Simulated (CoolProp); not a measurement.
Vapour pressure (bar) of fluorine: the reference equation beside estimates from Tc = -128.7 °C, pc = 52.40 bar, ω = 0.045. Clausius-Clapeyron is anchored at -193.45 °C with a constant enthalpy of vaporisation of 6.808 kJ/mol.

The numbers come from the reference Helmholtz-energy equation of state, de Reuck 1990 in CoolProp.

```
T (°C)   reference  Clausius-Clapeyron  van der Waals  Peng-Robinson
-------  ---------  ------------------  -------------  -------------
-202.45     0.1353              0.1421          1.260         0.1486
-197.95     0.2789              0.2842          1.907         0.3003
-193.45     0.5255              0.5255          2.761              ?
-188.95     0.9196              0.9100          3.850         0.9616
-184.55      1.497                   ?          5.170          1.550
-180.05      2.341                   ?          6.807          2.403
-175.55          ?               3.458              ?          3.573
-171.05      5.048               5.005          11.05          5.126
-166.55      7.043               7.022              ?          7.130
-162.15      9.496               9.520          16.65          9.595
```

Problem. Complete the blanks.

Solution. 
- -193.45, Peng-Robinson: 0.5567
- -184.55, Clausius-Clapeyron: 1.475
- -180.05, Clausius-Clapeyron: 2.305
- -175.55, reference: 3.503
- -175.55, van der Waals: 8.758
- -166.55, van der Waals: 13.69

Absolute difference from the reference over all 10 rows, mean and median: Clausius-Clapeyron 1.4 and 1.2 %, van der Waals 303.4 and 218.1 %, Peng-Robinson 4.0 and 3.1 %.
